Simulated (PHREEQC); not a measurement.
Dissolve 1.7 mmol/kgw FeCl3 at 20 °C. Closed to the air; pH follows from the charge balance.

Equilibrium calculation in PHREEQC: ion-association model, phreeqc.dat.

Each row changes one thing in this solution. No solid was allowed to form.

```csv
case,pH,ionic strength (mol/kgw)
as made,2.88,0.00771
FeCl3 from 0.0017 to 0.0034 mol/kgw,2.68,___
FeCl3 replaced by SrCl2 at the same molality,7.08,___
diluted 100-fold with water,___,___
```

**Question.** What belongs in the gaps?

**Answer.** 
- FeCl3 from 0.0017 to 0.0034 mol/kgw, ionic strength (mol/kgw): 0.0165
- FeCl3 replaced by SrCl2 at the same molality, ionic strength (mol/kgw): 0.00510
- diluted 100-fold with water, pH: 4.50
- diluted 100-fold with water, ionic strength (mol/kgw): 5.28e-5

Species that the database lacks are ignored. Some of these states are supersaturated (in Hematite (slow to form), Goethite (slow to form), Fe(OH)3(a), for instance).
